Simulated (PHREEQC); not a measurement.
0.29 g of hydrous ferric oxide (600 m²/g; 0.2 weak and 0.005 strong sites per Fe, Dzombak-Morel constants, diffuse double layer) in 1 kg of water with 0.001 mol/kgw of an inert sodium salt, at 25 °C; the pH is set by adding NaOH or the inert anion's acid. Oxygen is held at 0.21 atm. No CO2 enters from the air. Nothing may precipitate in this run.

Base run: PHREEQC, ion-association model, wateq4f.dat. Each further column changes one thing. The table gives surface charge σ (C/m²).

```csv
pH,base,background salt from 0.001 to 0.0001 mol/kgw,oxide from 0.29 to 1.4 g/kgw,0.00012 mol/kgw PbCl2 added
4,0.120,0.072,0.133,0.132
5,0.051,?,?,?
6,0.019,?,0.019,0.028
7,0.006,0.002,0.006,0.010
8,0.000,0.000,0.000,0.002
9,-0.004,-0.001,-0.004,?
10,-0.016,?,-0.016,-0.011
```

Complete the blanks.


- 5, background salt from 0.001 to 0.0001 mol/kgw: 0.021
- 5, oxide from 0.29 to 1.4 g/kgw: 0.054
- 5, 0.00012 mol/kgw PbCl2 added: 0.059
- 6, background salt from 0.001 to 0.0001 mol/kgw: 0.007
- 9, 0.00012 mol/kgw PbCl2 added: -0.002
- 10, background salt from 0.001 to 0.0001 mol/kgw: -0.007
